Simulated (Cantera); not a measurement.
What does this Cantera script print?

```python
import numpy as np
import cantera as ct

gas_names = """
    B BH BH2 BH3 BN BO BO2 B2 B2O B2O2 B2O3 B3O3H3 H HBO HBO2 HNO HNO2 HNO3 HO2 H2 H2O H2O2 H3B3O6 N NH
    NH2 NH3 NH2OH NO NO2 NO3 N2 N2H2 N2H4 N2O O OH O2 O3
""".split()
cond_names = """
    B(b) B(L) BN(s) B2O3(L) B3O3H3(cr) H2O(s) H2O(L)
""".split()


# ... load() reads the species with a 1 bar reference pressure and builds the phases ...
atoms = {
    'B2O3': {'B': 2, 'O': 3},
    'O2': {'O': 2},
    'H2': {'H': 2},
    'N2': {'N': 2},
}
top_T = {'BN(s)': 3200}  # K; cautious upper limits of use, not melting points


# ... equilibrate(T, P, feed) seeds the gas with the atoms and calls Mixture.equilibrate('TP', solver="vcs", rtol=1e-11, max_steps=5000) ...
results = []
feed = {'B2O3': 1, 'O2': 0.5, 'H2': 30, 'N2': 1.1}  # mol
T = 1473.15  # K
P = 133.322  # Pa
mix = equilibrate(T, P, feed)
results.append((T, P, feed, dict(zip(mix.species_names, mix.species_moles))))
print(gas.report(threshold=0.0001))
for i in range(1, mix.n_phases):
    print(f"{mix.phase(i).name:16s} {mix.phase_moles(i):12.5e} mol")
```

Output:

```
       temperature   1473.2 K
          pressure   133.32 Pa
           density   5.9978e-05 kg/m^3
  mean mol. weight   5.5103 kg/kmol
   phase of matter   gas

                          1 kg             1 kmol
                     ---------------   ---------------
          enthalpy        6.5815e+05        3.6266e+06  J
   internal energy       -1.5647e+06       -8.6219e+06  J
           entropy             45166        2.4888e+05  J/K
    Gibbs function       -6.5878e+07       -3.6301e+08  J
 heat capacity c_p            6328.7             34873  J/K
 heat capacity c_v            4819.8             26558  J/K

                      mass frac. Y      mole frac. X     chem. pot. / RT
                     ---------------   ---------------   ---------------
              B2O3          0.093763         0.0074215           -121.77
                 H        6.0277e-05        0.00032951           -12.637
               HBO          0.010015         0.0019839           -57.544
              HBO2           0.36082          0.045377           -89.503
                H2           0.32967           0.90108           -25.275
               H2O          0.031043         0.0094951           -57.233
                N2           0.17419          0.034262            -35.95
     [  +32 minor]        0.00044422        5.5497e-05

B(b)              0.00000e+00 mol
BN(s)             0.00000e+00 mol
B2O3(L)           0.00000e+00 mol
B3O3H3(cr)        0.00000e+00 mol
```

Method: chemical equilibrium by Gibbs-energy minimisation in Cantera with the NASA 1993 tables (ideal gas, pure condensed phases).
